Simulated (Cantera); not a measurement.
## Thermodynamics of abatement and gas-phase synthesis, feed N₂O + H₂O + O₂

A closed system holds: 1 mol N₂O, 0.76 mol H₂O, 0.04 mol O₂, at 0.780 bar.

These are equilibrium values from Cantera (NASA tables, ideal gas, pure condensed phases), not measurements of a reactor. Candidate condensed phases: H₂O; 47 gas species. Ions and electrons are included (thermal ionisation). Kinetics and transport are ignored.

| T (K) | x O | x N₂ | x H | x H₂O | x O₂ | x OH | x H₂ | x NO | x N |
|---|---|---|---|---|---|---|---|---|---|
| 3000 | 0.0535 | 0.384 | 0.0293 | 0.222 | 0.174 | 0.0802 | 0.0269 | 0.0303 | 9.77e-6 |
| 3500 | 0.180 | 0.308 | 0.148 | 0.0735 | 0.104 | 0.102 | 0.0489 | 0.0353 | 0.000139 |
| 4000 | 0.323 | 0.247 | 0.283 | 0.00742 | 0.0366 | 0.0499 | 0.0246 | 0.0276 | 0.000999 |
| 4500 | 0.386 | 0.227 | 0.332 | 0.000472 | 0.00939 | 0.0153 | 0.00718 | 0.0181 | 0.00485 |
| 5000 | 0.403 | 0.216 | 0.342 | 3.86e-5 | 0.00258 | 0.00484 | 0.00220 | 0.0117 | 0.0175 |
x: gas mole fraction; nothing condenses.

From 3000 K to 5000 K nothing is condensed.
